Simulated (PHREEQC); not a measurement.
Dissolve 0.31 mol/kgw HCl and 0.00026 mol/kgw CuSO4 at 25 °C. Closed to the air; pH follows from the charge balance.

Model: ion-association model, wateq4f.dat, run in PHREEQC.

The ionic strength comes out as 0.310 mol/kgw. What activity coefficients do H+, SO4-2, Cu+2, CuCl+, Cl- get?

H+ 0.78, SO4-2 0.25, Cu+2 0.29, CuCl+ 0.69, Cl- 0.68.

No solid was allowed to form.
